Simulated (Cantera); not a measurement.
An isothermal, constant-pressure homogeneous reactor starts with 0.661 % CO, 0.447 % O₂, 1.75 % H₂O, 97.1 % N₂, equivalence ratio 0.74, at 900 K and 0.110 bar.

Computed with Cantera and GRI-Mech 3.0 (53 species, 325 reactions).

One state of this run: x CO = 3.59e-8; x O₂ = 0.00117; x H₂O = 0.0175; x HO₂ = 2.88e-10; x H₂ = 9.47e-9. x: mole fraction; the columns are a selection and need not sum to one.

Which value of t (s) does it belong to?
A. 0.00188
B. 0.00506
C. 13.8
D. 100

D, 100
